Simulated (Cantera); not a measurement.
An adiabatic, constant-pressure homogeneous reactor starts with H2 : O2 : N2 : H2O = 1 : 0.617 : 2.32 : 0.76 (molar parts), equivalence ratio 0.81, at 1373 K and 413 Torr.

Computed with Cantera and the H2/O2 subset of GRI-Mech 3.0, which has no nitrogen chemistry.

One state of this run: T (K) = 1996; x H2 = 0.0453; x O2 = 0.0442; x H2O = 0.317; x H2O2 = 5.55e-7; x O = 0.0145; x H = 0.0358; x HO2 = 1.28e-5. x: mole fraction; the columns are a selection and need not sum to one.

Which value of t (s) does it belong to?
(A) 9.61e-5
(B) 4.20e-5
(C) 0.00605
(D) 0.381

A, 9.61e-5
